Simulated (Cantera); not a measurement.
Source: NASA polynomial tables (part measured, part estimated), evaluated in Cantera. Values are per mole of reaction as written; species without (g) are pure solids or liquids, kept so even where they would boil at 1 bar.

Problem. Between 300 and 650 K, where is each reaction favourable under standard conditions?
- 4 PH3(g) + 8 NO2(g) ⇌ P4O10 + 4 N2(g) + 6 H2O(g)
- 4 PH3(g) + 4 NO2(g) ⇌ P4(g) + 4 NH3(g) + 4 O2(g)

Solution. 
- 4 PH3(g) + 8 NO2(g) ⇌ P4O10 + 4 N2(g) + 6 H2O(g): ΔG° is -4566 kJ at 300 K and -4358 kJ at 650 K; it stays negative (K > 1). ΔH° is -4723 kJ and ΔS° -562 J/K at 650 K.
- 4 PH3(g) + 4 NO2(g) ⇌ P4(g) + 4 NH3(g) + 4 O2(g): ΔG° is -304 kJ at 300 K and -332 kJ at 650 K; it stays negative (K > 1). ΔH° is -279 kJ and ΔS° 81 J/K at 650 K.
